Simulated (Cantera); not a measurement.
# Stirred combustor or abatement burner

A perfectly stirred reactor is fed with H₂ : O₂ : N₂ = 1 : 1.09 : 4.46 (molar parts), equivalence ratio 0.46, at 2.47 atm; it is adiabatic with a 773 K inlet, and is followed from long to short residence time, starting on the burning branch (τ in s: 0.1, 0.052, 0.026, 0.013, 0.0065, 0.0032, 0.0016, 0.00081, 0.0004, 0.0002, 0.0001, 5e-05, 2.5e-05).

Cantera simulation using GRI-Mech 3.0 (53 species, 325 reactions); the numbers are that mechanism's predictions, not measurements. The hydrogen kinetics of GRI-Mech 3.0 are dated; newer H2 mechanisms differ, most at raised pressure.

```tsv
τ (s)	T (K)	x H₂	x O₂	x H	x N₂O	x H₂O₂	x HO₂
0.10	1895	7.87e-5	0.0971	6.29e-6	4.53e-7	1.25e-7	1.94e-6
0.052	1894	0.000107	0.0971	9.24e-6	5.53e-7	1.40e-7	2.20e-6
0.026	1893	0.000156	0.0970	1.55e-5	7.14e-7	1.67e-7	2.71e-6
0.013	1890	0.000237	0.0970	2.83e-5	9.26e-7	2.08e-7	3.60e-6
0.0065	1886	0.000368	0.0968	5.40e-5	1.15e-6	2.67e-7	5.07e-6
0.0032	1880	0.000582	0.0967	0.000107	1.31e-6	3.49e-7	7.50e-6
0.0016	1872	0.000912	0.0965	0.000212	1.34e-6	4.55e-7	1.12e-5
0.00081	1860	0.00141	0.0962	0.000411	1.26e-6	5.91e-7	1.65e-5
0.00040	1842	0.00221	0.0960	0.000809	1.10e-6	7.76e-7	2.45e-5
0.00020	1816	0.00338	0.0958	0.00154	9.27e-7	1.02e-6	3.54e-5
0.00010	1779	0.00512	0.0957	0.00283	7.56e-7	1.38e-6	4.96e-5
5.0e-5	1726	0.00770	0.0961	0.00498	6.01e-7	1.96e-6	6.72e-5
2.5e-5	1654	0.0117	0.0974	0.00822	4.58e-7	2.99e-6	8.84e-5
```
x: mole fraction; the columns are a selection and need not sum to one.
